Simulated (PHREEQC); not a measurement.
PHREEQC input (ion-association model, phreeqc.dat):

```
SOLUTION 1
  temp 25
  units mol/kgw
  pH 7 charge
  Cl 0.16
  Li 0.16
END
SELECTED_OUTPUT 1
  -reset false
  -pH true
  -pe true
  -ionic_strength true
  -water true
  -totals Cl K Li S Zn S(-2) S(6)
  -molalities H+ K+ Cl- SO4-2 Li+ Zn+2 OH- O2 HSO4- S-2
    HS- H2S KSO4- LiSO4- ZnOH+ Zn(OH)2 Zn(OH)3- Zn(OH)4-2 ZnCl+ ZnCl2
    ZnCl3- ZnCl4-2 ZnOHCl Zn(HS)2 Zn(HS)3- ZnSO4 Zn(SO4)2-2
  -equilibrium_phases Zn(OH)2(e) Sylvite
PRINT
  -reset false
USE solution 1
REACTION 1
  K2SO4 1
  0 0.00208 0.00417 0.00625 0.00833 0.0104 0.0125 0.0146 0.0167 0.0187 0.0208 0.0229 0.025 moles
EQUILIBRIUM_PHASES 1
  Zn(OH)2(e) 0 0.5
  Sylvite 0 0
  O2(g) -0.68 10
END
```

Selected output (columns that matter, 13 of 13 rows; K2SO4 added (mol) added in front):

```
K2SO4 added (mol)	pH	mu	K	S	Zn	m_H+	m_K+	m_SO4-2	m_Li+	m_Zn+2	m_OH-	m_KSO4-	m_LiSO4-	m_ZnOH+
0	8.7924	0.16001	0	0	9.487e-06	2.0002e-09	0	0	0.16	2.5848e-06	8.6105e-06	0	0	7.4338e-07
0.00208	8.7965	0.16547	0.00416	0.00208	9.5229e-06	1.9846e-09	0.0041452	0.0016886	0.15962	2.5663e-06	8.7237e-06	1.4769e-05	0.00037649	7.3801e-07
0.00417	8.8004	0.17092	0.00834	0.00417	9.5581e-06	1.9699e-09	0.0082818	0.0033703	0.15926	2.5489e-06	8.834e-06	5.8164e-05	0.00074132	7.329e-07
0.00625	8.8042	0.17632	0.0125	0.00625	9.5924e-06	1.9559e-09	0.012372	0.0050296	0.15891	2.5328e-06	8.9408e-06	0.00012812	0.001092	7.2804e-07
0.00833	8.8078	0.18169	0.01666	0.00833	9.626e-06	1.9427e-09	0.016437	0.0066753	0.15857	2.5177e-06	9.0447e-06	0.00022329	0.001431	7.234e-07
0.0104	8.8112	0.18701	0.0208	0.0104	9.6588e-06	1.9301e-09	0.020458	0.0083	0.15824	2.5036e-06	9.1454e-06	0.00034171	0.0017578	7.1898e-07
0.0125	8.8146	0.19238	0.025	0.0125	9.6913e-06	1.9179e-09	0.024515	0.0099356	0.15792	2.4901e-06	9.2451e-06	0.00048477	0.0020791	7.1468e-07
0.0146	8.8178	0.19773	0.0292	0.0146	9.7232e-06	1.9062e-09	0.02855	0.011559	0.15761	2.4774e-06	9.3423e-06	0.00064978	0.0023907	7.1055e-07
0.0167	8.8209	0.20305	0.0334	0.0167	9.7545e-06	1.895e-09	0.032564	0.01317	0.15731	2.4653e-06	9.4373e-06	0.00083568	0.0026933	7.0657e-07
0.0187	8.8238	0.2081	0.0374	0.0187	9.7838e-06	1.8848e-09	0.036369	0.014694	0.15703	2.4544e-06	9.5258e-06	0.0010313	0.0029735	7.0291e-07
0.0208	8.8267	0.21338	0.0416	0.0208	9.814e-06	1.8745e-09	0.040345	0.016284	0.15674	2.4436e-06	9.6168e-06	0.0012552	0.0032599	6.9919e-07
0.0229	8.8295	0.21863	0.0458	0.0229	9.8436e-06	1.8646e-09	0.044303	0.017863	0.15646	2.4332e-06	9.7058e-06	0.0014975	0.0035387	6.956e-07
0.025	8.8323	0.22387	0.05	0.025	9.8727e-06	1.855e-09	0.048243	0.019431	0.15619	2.4234e-06	9.793e-06	0.0017572	0.0038103	6.9213e-07
```

Species that the database lacks are ignored.
